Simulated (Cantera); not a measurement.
Feed: 1 mol HF, 0.58 mol H2, 0.18 mol O2, held at 2.10 bar.

Method: chemical equilibrium by Gibbs-energy minimisation in Cantera with the NASA 1993 tables (ideal gas, pure condensed phases). Candidate condensed phases: H2O; 22 gas species. Kinetics and transport are ignored. All values below are at 2300 K.

Base state: HF 0.632, H2O 0.227, H2 0.138, H 0.00248, OH 0.000657, F 1.35e-5 (mole fractions); condensed: gas only.

Q: What changes in the equilibrium state with this change: H2 from 0.58 to 0.17 mol?

A: 
| species | before | after |
|---|---|---|
| HF | 0.632 | 0.788 |
| H2O | 0.227 | 0.131 |
| O2 | 5.53e-6 | 0.0734 |
| H2 | 0.138 | 0.000691 |
| O | 8.06e-6 | 0.000929 |
| F | 1.35e-5 | 0.000238 |
| H | 0.00248 | 0.000176 |
| OH | 0.000657 | 0.00535 |
